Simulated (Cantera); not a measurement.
Charge: 1 mol CuO, 23 mol HF, equilibrated at 1200 K and 1500 Pa.

Cantera equilibrium calculation (NASA polynomials, part measured and part estimated; ideal gas, pure solids and liquids). Candidate condensed phases: Cu, CuF₂, CuO, Cu(OH)₂, Cu₂O, H₂O; 27 gas species. Rates play no part.

Base state: HF 0.985, O₂ 0.0106, CuF 0.00259, H₂O 0.00172, CuF₂ 0.000425 (mole fractions); condensed: Cu₂O(s).

Question: What changes in the equilibrium state with this change: temperature from 1200 K to 1498.15 K?

Answer: 
```tsv
species	before	after
HF	0.985	0.926
CuF	0.00259	0.0415
H₂O	0.00172	0.0209
O₂	0.0106	0.0106
Cu	1.24e-7	0.000411
OH	5.32e-7	4.77e-5
Cu₂O(s), mol	0.465	0
```
